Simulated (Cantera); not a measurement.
A diamond (100) surface in a fixed gas of H2 with x(CH4) = 0.0021, x(H) = 0.013, x(CH3) = 0.00066, 82.5 Torr; coverages are run to steady state.

Model: the Harris–Goodwin 1993 mechanism for the reconstructed diamond (100) surface, integrated in Cantera.

θ: site fractions in the mechanism's names (c6HH fully hydrogenated, c6H* and c6*H radical sites, c6** diradical, c6HM methylated).

```
T (K)  growth (µm/h)  θ c6HH  θ c6H*  θ c6*H   θ c6**    θ c6HM
-----  -------------  ------  ------  ------  -------  --------
950             28.8   0.616  0.0138   0.321  0.00638    0.0327
1000            36.8   0.575  0.0179   0.361  0.00934    0.0265
1050            45.2   0.536  0.0225   0.397   0.0131    0.0214
1100            52.7   0.499     [?]   0.430      [?]       [?]
1150            56.8   0.464  0.0327   0.459   0.0233    0.0129
1200            54.6   0.433     [?]   0.484      [?]       [?]
1250            45.9   0.404  0.0437   0.505   0.0371   0.00519
1300            35.5   0.377  0.0492   0.523   0.0451   0.00264
1350            28.2   0.353  0.0546   0.536   0.0538   0.00122
1400            24.9   0.330  0.0598   0.545   0.0629  0.000540
```

**Question.** Some entries are withheld; supply them.

**Answer.** 
- 1100, θ c6H*: 0.0275
- 1100, θ c6**: 0.0178
- 1100, θ c6HM: 0.0171
- 1200, θ c6H*: 0.0381
- 1200, θ c6**: 0.0298
- 1200, θ c6HM: 0.00881
